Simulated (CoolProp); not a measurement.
A closed Brayton cycle with dry air: compressor inlet 319.15 K and 2.9 MPa, high pressure 9.8 MPa, turbine inlet 870 K, compressor efficiency 0.85, turbine efficiency 0.85, recuperator effectiveness 0.9 (on enthalpy, no pinch check). Each further row changes one setting.

Computed with CoolProp (reference Helmholtz-energy equation of state, Lemmon 2000). It is a pseudo-pure fit of the blend.

```json
[
 {"case": "as stated", "thermal efficiency (%)": "(withheld)", "net work (kJ/kg)": "66.4", "compressor to turbine work": "0.71", "compressor exit (K)": "475.8", "turbine exit (K)": "666.9"},
 {"case": "turbine inlet 820 K", "thermal efficiency (%)": "23.0", "net work (kJ/kg)": "53.2", "compressor to turbine work": "(withheld)", "compressor exit (K)": "475.8", "turbine exit (K)": "(withheld)"},
 {"case": "compressor inlet 329.15 K", "thermal efficiency (%)": "24.8", "net work (kJ/kg)": "(withheld)", "compressor to turbine work": "0.73", "compressor exit (K)": "490.3", "turbine exit (K)": "666.9"},
 {"case": "high pressure 8.33 MPa", "thermal efficiency (%)": "(withheld)", "net work (kJ/kg)": "(withheld)", "compressor to turbine work": "(withheld)", "compressor exit (K)": "(withheld)", "turbine exit (K)": "690.9"},
 {"case": "recuperator effectiveness 0.5", "thermal efficiency (%)": "20.1", "net work (kJ/kg)": "66.4", "compressor to turbine work": "0.71", "compressor exit (K)": "475.8", "turbine exit (K)": "666.9"}
]
```

Problem. Fill in the missing entries.

Solution. 
- as stated, thermal efficiency (%): 26.6
- turbine inlet 820 K, compressor to turbine work: 0.75
- turbine inlet 820 K, turbine exit (K): 626.9
- compressor inlet 329.15 K, net work (kJ/kg): 61.2
- high pressure 8.33 MPa, thermal efficiency (%): 28.5
- high pressure 8.33 MPa, net work (kJ/kg): 65.0
- high pressure 8.33 MPa, compressor to turbine work: 0.67
- high pressure 8.33 MPa, compressor exit (K): 451.7
